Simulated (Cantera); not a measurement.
Cantera with NASA thermochemical tables; ideal gases at 1 bar, condensed phases pure. Values are per mole of reaction as written; species without (g) are pure solids or liquids, kept so even where they would boil at 1 bar.

Question: Between 300 and 1723 K, where is each reaction favourable under standard conditions?
- 4 N(g) + 2 Si2C(g) ⇌ SiC2(g) + Si3N4

Answer: 
- 4 N(g) + 2 Si2C(g) ⇌ SiC2(g) + Si3N4: ΔG° is -2867 kJ at 300 K and -1788 kJ at 1723 K; it stays negative (K > 1). ΔH° is -3075 kJ and ΔS° -747 J/K at 1723 K.
